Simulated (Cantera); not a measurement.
Feed: 1 mol C2H2, 0.8 mol H2O, 1.3 mol N2, 0.28 mol CO2, equilibrated at 2425 K and 3380 Torr.

Cantera equilibrium calculation (NASA polynomials, part measured and part estimated; ideal gas, pure solids and liquids). Candidate condensed phases: C, C6H6, C7H8, C8H18, H2O; 136 gas species. Rates play no part.

Base state: H2 0.386, CO 0.304, N2 0.280, HCN 0.0192, H 0.00524, C2H2 (acetylene) 0.00301, HNC 0.00206, CH4 0.000114 (mole fractions); condensed: C(graphite).

Q: What changes in the equilibrium state with this change: C2H2 replaced by CH4?

A: 
```tsv
species	before	after
H2	0.386	0.502
N2	0.280	0.241
CO	0.304	0.236
H2O	1.56e-5	0.0137
HCN	0.0192	2.32e-5
C2H2 (acetylene)	0.00301	5.13e-9
C2N2	1.37e-5	<1e-9
CN	1.35e-5	1.43e-8
HNC	0.00206	2.49e-6
OH	4.01e-8	3.10e-5
C(graphite), mol	0.797	0
```

Q: What changes in the equilibrium state with this change: temperature from 2425 K to 950 K?

A: 
```csv
species,before,after
N2,0.280,0.366
H2,0.386,0.274
H2O,1.56e-5,0.119
CO,0.304,0.103
CO2,2.05e-6,0.0804
HCN,0.0192,7.07e-7
CH4,0.000114,0.0567
H,0.00524,<1e-9
C2H2 (acetylene),0.00301,<1e-9
HNC,0.00206,<1e-9
"C(graphite), mol",0.797,1.43
```
